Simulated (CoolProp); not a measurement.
A Linde-Hampson liquefier for methane: isothermal reversible compression at 300 K from 1 atm to 10 MPa, throttling to 1 atm, return gas leaving the recuperator 5 K below the feed. Each further row changes one setting.

Values from CoolProp's reference Helmholtz-energy equation of state, Setzmann 1991.

```csv
case,liquid yield per pass,compression work (kJ/kg of gas)
as stated,0.097,689
high pressure 20 MPa,___,779
warm-end temperature 330 K,___,___
warm-end gap 10 K,___,689
```

**Question.** Fill in the missing entries.

**Answer.** 
- high pressure 20 MPa, liquid yield per pass: 0.185
- warm-end temperature 330 K, liquid yield per pass: 0.070
- warm-end temperature 330 K, compression work (kJ/kg of gas): 767
- warm-end gap 10 K, liquid yield per pass: 0.086
